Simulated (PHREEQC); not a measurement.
**Metal-bearing waste water**

Make-up at 25 °C: 0.013 mol FeSO4, 0.075 mol MgSO4 and 0.0053 mol H2SO4 per kg of water. Closed to the air; pH follows from the charge balance.

The numbers come from PHREEQC with the ion-association model, phreeqc.dat.

Each row changes one thing in this solution. This is a speciation only: nothing precipitates in the calculation.

| case | pH | ionic strength (mol/kgw) | SO4-2 (mol/kgw) | MgSO4 (mol/kgw) | Mg+2 (mol/kgw) | HSO4- (mol/kgw) |
|---|---|---|---|---|---|---|
| as made | 2.45 | 0.180 | 0.0433 | 0.0382 | 0.0367 | 0.00602 |
| diluted 10-fold with water | 3.16 | … | 0.00635 | 0.00237 | 0.00513 | 0.000274 |
| temperature from 25 to 75 °C | 2.70 | 0.120 | … | 0.0509 | 0.0241 | … |
| 0.0011 mol/kgw MnCl2 added | 2.45 | 0.183 | 0.0432 | 0.0380 | 0.0370 | 0.00600 |
| FeSO4 left out | … | … | 0.0373 | 0.0372 | 0.0378 | 0.00586 |
| temperature from 25 to 5 °C | 2.40 | 0.215 | 0.0524 | 0.0306 | 0.0444 | 0.00540 |

Question: Fill in the missing entries.

Answer: 
- diluted 10-fold with water, ionic strength (mol/kgw): 0.0254
- temperature from 25 to 75 °C, SO4-2 (mol/kgw): 0.0275
- temperature from 25 to 75 °C, HSO4- (mol/kgw): 0.00794
- FeSO4 left out, pH: 2.42
- FeSO4 left out, ionic strength (mol/kgw): 0.155

Away from 25 °C the constants follow the database's enthalpies or fits; those with neither stay at their 25 °C values.
